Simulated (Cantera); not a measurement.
Input: 1 mol SiHCl3, 4.7 mol NH3, 5.3 mol H2, equilibrated at 1750 K.

Equilibrium computed with Cantera from the NASA thermochemical tables; the gas is ideal and each condensed phase is pure. Candidate condensed phases: NH4Cl, Si, Si3N4; 28 gas species. Gases not in the tables: Si2H6 and higher silanes. Equilibrium is a limit: real reactors are often held back by kinetics, nucleation or transport.

Problem. What share of the Si ends up in condensed phases as a function of P (Pa), at 5, 15, 45, 140, 410, 1200, 3700, 11000, 33000, 100000?

Solution. 
| P (Pa) | Si condensed (%) | as |
|---|---|---|
| 5 | 0.0 | - |
| 15 | 10.8 | Si(l) |
| 45 | 23.1 | Si(l) |
| 140 | 27.4 | Si(l) |
| 410 | 28.8 | Si(l) |
| 1200 | 29.4 | Si(l) |
| 3700 | 33.4 | Si3N4(s) |
| 11000 | 50.5 | Si3N4(s) |
| 33000 | 65.9 | Si3N4(s) |
| 100000 | 77.8 | Si3N4(s) |
